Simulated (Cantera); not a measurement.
**Low-pressure radical oxidation in H2/O2**

An isothermal, constant-pressure homogeneous reactor starts with 3.75 % H2, 96.2 % O2, at 1375 K and 5.33 Torr.

Computed with Cantera and the H2/O2 subset of GRI-Mech 3.0, which has no nitrogen chemistry. Radical loss at walls, strong at low pressure, is not modelled. The temperature is held fixed by assumption; the heat of reaction is taken as removed at once.

```
t (s)         x H2   x O2       x H    x H2O2    x HO2      x OH
--------  --------  -----  --------  --------  -------  --------
4.00e-5     0.0375  0.962   8.62e-9  1.57e-12  1.26e-8   4.39e-9
0.000144    0.0375  0.962   2.24e-8  2.00e-11  4.54e-8   3.44e-8
0.000517    0.0375  0.962   1.72e-7  2.47e-10  1.63e-7   4.24e-7
0.00186     0.0368  0.962  0.000116   2.66e-9  6.39e-7  0.000299
0.00667   0.000502  0.930   0.00361   2.34e-8  8.43e-7   0.00434
0.0240    0.000476  0.931   0.00335   2.31e-8  8.29e-7   0.00424
0.0862    0.000407  0.936   0.00260   2.25e-8  7.83e-7   0.00393
0.310     0.000245  0.946   0.00117   1.99e-8  6.37e-7   0.00306
1.11       6.91e-5  0.957  0.000168   1.25e-8  3.32e-7   0.00164
4.00       9.52e-6  0.961   8.47e-6   4.59e-9  9.06e-8  0.000609
```
x: mole fraction; the columns are a selection and need not sum to one.

Equilibrium at this temperature and pressure: H2 1.42e-7, O2 0.962, H 1.54e-8, H2O2 2.98e-10, HO2 4.12e-8, OH 7.46e-5 (gas phase only).
